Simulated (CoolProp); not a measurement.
A simple Rankine cycle with R141b: condensing at 328.15 K, boiler at 1.44 MPa, turbine inlet 450.4 K, turbine efficiency 0.7, pump efficiency 0.6, no recuperator. Each further row changes one setting.

Computed with CoolProp (reference Helmholtz-energy equation of state, Lemmon 2006). It is a short technical equation, of lower accuracy than the large ones.

| case | thermal efficiency (%) | net work (kJ/kg) | heat in (kJ/kg) | turbine exit temperature (K) | volume ratio over the turbine |
|---|---|---|---|---|---|
| as stated | 11.2 | ___ | 305 | 396.0 | 6.83 |
| turbine inlet 470.4 K | 11.2 | 36.6 | 326 | 416.6 | 6.72 |
| condensing temperature 320.15 K | ___ | 38.6 | 315 | ___ | 8.65 |
| boiler pressure 1.01 MPa | 9.5 | 29.5 | 312 | 408.2 | ___ |
| turbine efficiency 0.6 | 9.5 | ___ | 305 | 401.7 | 6.94 |

### Question
Some entries are withheld; supply them.

### Answer

- as stated, net work (kJ/kg): 34.3
- condensing temperature 320.15 K, thermal efficiency (%): 12.3
- condensing temperature 320.15 K, turbine exit temperature (K): 390.4
- boiler pressure 1.01 MPa, volume ratio over the turbine: 4.67
- turbine efficiency 0.6, net work (kJ/kg): 29.1
